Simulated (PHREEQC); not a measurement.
**Buffer**

Make-up at 25 °C: 0.025 mol/kgw KH2PO4, 0.00064 mol/kgw K2HPO4 and 0.00064 mol/kgw KCl. Closed to the air; pH follows from the charge balance.

Model: ion-association model, phreeqc.dat, run in PHREEQC.

This is a speciation only: nothing precipitates in the calculation.

### Question
What pH does the model give?

### Answer
pH 5.41.

### Question
In which forms is P present?

### Answer
H2PO4- 97 %, HPO4-2 2.5 % of the P.
